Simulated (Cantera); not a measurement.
Mixture: CH4 : O2 : N2 = 1 : 3.85 : 14.5 (molar parts), equivalence ratio 0.52, at 17.8 atm, adiabatic and at constant volume. Ignition delay is the time to a rise of 400 K.

Detailed kinetics in Cantera: GRI-Mech 3.0 (53 species, 325 reactions). The pressure lies above the range GRI-Mech 3.0 was tuned for (to about 10 atm).

Question: What does this change do: CH4 1 to 0.53 parts?

Answer: 
| quantity | before | after |
|---|---|---|
| delay at 1175 K | 2.61 ms | 2.40 ms |
| delay at 1375 K | 0.271 ms | 0.242 ms |
| delay at 1575 K | 44.7 µs | 42.0 µs |
| delay at 1775 K | 10.3 µs | 10.6 µs |
| delay at 1975 K | 3.17 µs | 3.55 µs |
| apparent activation energy between 1875 and 2075 K | 170 kJ/mol | 150 kJ/mol |
